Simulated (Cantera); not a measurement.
Feed: 1 mol Si3N4, 0.0053 mol Si, 2.8 mol H2, at 0.910 bar.

These are equilibrium values from Cantera (NASA tables, ideal gas, pure condensed phases), not measurements of a reactor. Candidate condensed phases: Si, Si3N4; 18 gas species. The tables' values for SiN are old estimates; treat these amounts as uncertain. Gases not in the tables: Si2H6 and higher silanes. Kinetics and transport are ignored.

### Question
At 2448 K, list the 4 most abundant gas species with their mole fractions, and the condensed phases.

### Answer
H2 0.568, N2 0.411, H 0.0157, Si 0.00351. Condensed: Si(l).
